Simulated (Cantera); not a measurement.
Input: 1 mol KCl, 0.19 mol H₂, 0.0005 mol CH₄, held at 0.250 Pa.

Cantera equilibrium calculation (NASA polynomials, part measured and part estimated; ideal gas, pure solids and liquids). Candidate condensed phases: C, C₆H₆, C₇H₈, C₈H₁₈, K, KCl; 96 gas species. Equilibrium is a limit: real reactors are often held back by kinetics, nucleation or transport.

Task: At 1623 K, list the 4 most abundant gas species with their mole fractions, and the condensed phases.

Result: KCl 0.740, H₂ 0.117, K 0.0641, HCl 0.0582. Condensed: C(graphite).
